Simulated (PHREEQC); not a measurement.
A column of 0.1 m (30 cells, dispersivity 0.005 m, 60 s a shift, diffusion coefficient 3e-10 m²/s) holds 0.03 eq of the database's cation exchanger X per kg of pore water, first in equilibrium with 0.0005 mol LiCl, 0.047 mol MgCl2 and 1e-05 mol HCl per kg of water. It is flushed with 3.7 mmol/kgw ZnCl2, 13 mmol/kgw KCl and 0.01 mmol/kgw HCl, at 25 °C. Values are for the last cell. The system is closed to CO2. No solid was allowed to form.

All values are PHREEQC results (ion-association model, phreeqc.dat), not measurements.

| pore volumes | K in solution (mol/kgw) | Zn in solution (mol/kgw) | Li in solution (mol/kgw) | Mg in solution (mol/kgw) | Cl in solution (mol/kgw) | LiX on the exchanger (mol/kgw) | ZnX2 on the exchanger (mol/kgw) |
|---|---|---|---|---|---|---|---|
| 0 | 0 | 0 | 0.000500 | 0.0470 | 0.0945 | 2.88e-5 | 0 |
| 0.35 | 5.46e-8 | 2.89e-9 | 0.000500 | 0.0470 | 0.0945 | 2.88e-5 | 1.34e-9 |
| 0.5167 | 1.67e-5 | 1.20e-6 | 0.000491 | 0.0462 | 0.0929 | 2.86e-5 | 5.65e-7 |
| 0.85 | 0.000770 | 4.53e-5 | 0.000345 | 0.0334 | 0.0680 | 2.34e-5 | 2.97e-5 |
| 1.183 | 0.00262 | 9.97e-5 | 0.000151 | 0.0177 | 0.0385 | 1.38e-5 | 0.000120 |
| 1.35 | 0.00365 | 0.000116 | 9.06e-5 | 0.0131 | 0.0302 | 9.45e-6 | 0.000185 |
| 1.683 | 0.00585 | 0.000159 | 2.94e-5 | 0.00833 | 0.0229 | 3.66e-6 | 0.000364 |
| 2.017 | 0.00806 | 0.000243 | 8.70e-6 | 0.00620 | 0.0210 | 1.19e-6 | 0.000665 |
| 2.183 | 0.00905 | 0.000308 | 4.62e-6 | 0.00549 | 0.0207 | 6.47e-7 | 0.000888 |
| 2.517 | 0.0107 | 0.000500 | 1.26e-6 | 0.00438 | 0.0205 | 1.82e-7 | 0.00154 |
| 2.85 | 0.0118 | 0.000795 | 3.29e-7 | 0.00348 | 0.0204 | 4.84e-8 | 0.00253 |
| 3.017 | 0.0123 | 0.000986 | 1.67e-7 | 0.00309 | 0.0204 | 2.45e-8 | 0.00315 |
| 3.35 | 0.0128 | 0.00144 | 4.20e-8 | 0.00235 | 0.0204 | 6.13e-9 | 0.00454 |
| 3.683 | 0.0131 | 0.00195 | 1.04e-8 | 0.00171 | 0.0204 | 1.49e-9 | 0.00594 |
| 3.85 | 0.0132 | 0.00220 | 5.11e-9 | 0.00142 | 0.0204 | 7.29e-10 | 0.00658 |
| 4.183 | 0.0132 | 0.00264 | 1.24e-9 | 0.000958 | 0.0204 | 1.73e-10 | 0.00763 |
| 4.517 | 0.0132 | 0.00299 | 2.97e-10 | 0.000619 | 0.0204 | 4.10e-11 | 0.00839 |
| 4.683 | 0.0132 | 0.00313 | 1.45e-10 | 0.000492 | 0.0204 | 1.99e-11 | 0.00867 |
| 5.017 | 0.0131 | 0.00334 | 3.47e-11 | 0.000306 | 0.0204 | 4.71e-12 | 0.00908 |
